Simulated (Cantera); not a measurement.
An isothermal, constant-pressure homogeneous reactor starts with NO : N₂ = 1 : 6.5 (molar parts), at 1898 K and 42000 Pa. Integrator tolerance rtol = 1e-08.

Model: GRI-Mech 3.0 (53 species, 325 reactions), integrated in Cantera.

Problem. What does this change do: temperature 1898 to 2100 K?

Solution. 
```csv
quantity,before,after
x(NO) at 3.00 s,0.103 (gas-phase equilibrium 0.00346),0.0138 (gas-phase equilibrium 0.00596)
x(NO₂) at 3.00 s,3.82e-5 (gas-phase equilibrium 2.57e-6),7.01e-6 (gas-phase equilibrium 3.12e-6)
x(N₂O) at 3.00 s,4.64e-6 (gas-phase equilibrium 1.38e-7),2.97e-7 (gas-phase equilibrium 2.35e-7)
x(N₂) at 3.00 s,0.882 (gas-phase equilibrium 0.932),0.926 (gas-phase equilibrium 0.930)
x(O) at 3.00 s,5.89e-5 (gas-phase equilibrium 0.000116),0.000527 (gas-phase equilibrium 0.000543)
x(O₂) at 3.00 s,0.0149 (gas-phase equilibrium 0.0649),0.0595 (gas-phase equilibrium 0.0634)
```

Problem. What does this change do: temperature 1898 to 1700 K?

Solution. 
| quantity | before | after |
|---|---|---|
| x(NO) at 3.00 s | 0.103 (gas-phase equilibrium 0.00346) | 0.129 (gas-phase equilibrium 0.00177) |
| x(NO₂) at 3.00 s | 3.82e-5 (gas-phase equilibrium 2.57e-6) | 3.22e-5 (gas-phase equilibrium 2.01e-6) |
| x(N₂O) at 3.00 s | 4.64e-6 (gas-phase equilibrium 1.38e-7) | 6.41e-6 (gas-phase equilibrium 7.31e-8) |
| x(N₂) at 3.00 s | 0.882 (gas-phase equilibrium 0.932) | 0.869 (gas-phase equilibrium 0.932) |
| x(O) at 3.00 s | 5.89e-5 (gas-phase equilibrium 0.000116) | 4.10e-6 (gas-phase equilibrium 1.78e-5) |
| x(O₂) at 3.00 s | 0.0149 (gas-phase equilibrium 0.0649) | 0.00207 (gas-phase equilibrium 0.0658) |
